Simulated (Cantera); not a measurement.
Input: 1 mol Si, 4.8 mol CO2, 320 mol N2, 0.4 mol O2, at 1625 K and 0.170 bar.

Cantera equilibrium calculation (NASA polynomials, part measured and part estimated; ideal gas, pure solids and liquids). Candidate condensed phases: C, Si, SiC, SiO2, Si2N2O, Si3N4; 34 gas species. The tables hold silica as quartz up to 1696 K and as liquid above; real silica turns to tridymite and cristobalite and melts near 1996 K. The numbers say what is thermodynamically allowed, not how fast it happens.

Base state: N2 0.985, CO2 0.0111, CO 0.00370 (mole fractions); condensed: SiO2(β-quartz).

**Question.** What changes in the equilibrium state with this change: CO2 from 4.8 to 0.014 mol?

**Answer.** 
| species | before | after |
|---|---|---|
| N2 | 0.985 | 0.999 |
| SiO | 3.02e-8 | 0.000517 |
| CO | 0.00370 | 4.38e-5 |
| CO2 | 0.0111 | 7.66e-9 |
| SiO2(β-quartz), mol | 1.000 | 0.154 |
| Si2N2O(s), mol | 0 | 0.340 |
Mutual solubility and eutectic melting of coexisting phases are not modelled.
